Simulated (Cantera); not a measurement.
# Transport properties of process gases

Gas mixture: C3H8 : C2H4 = 0.62 : 0.7 (molar parts), at 20.0 Torr, frozen composition.

Cantera's kinetic-theory transport with the Lennard-Jones parameters of GRI-Mech 3.0, ideal gas; thermal conductivity in the multicomponent form. The composition is frozen, though it would react at the higher temperatures.

```tsv
T (K)	ρ (kg/m³)	cp (J/kg/K)	μ (µPa s)	λ (mW/m/K)	Pr	D (cm²/s) OH	D (cm²/s) N2	D (cm²/s) NO
400	0.0285	2026	12.0	31.8	0.764	13.1	8.70	8.53
550	0.0207	2589	15.9	53.8	0.765	23.0	15.3	15.0
700	0.0163	3048	19.4	77.2	0.766	34.8	23.3	22.8
850	0.0134	3403	22.5	100	0.766	48.5	32.4	31.8
1000	0.0114	3707	25.4	123	0.765	63.8	42.7	41.9
1150	0.00992	3931	28.1	145	0.763	80.7	54.1	53.1
1300	0.00878	4124	30.7	166	0.762	99.0	66.5	65.2
```
D: mixture-averaged diffusion coefficient of that species in the mixture.
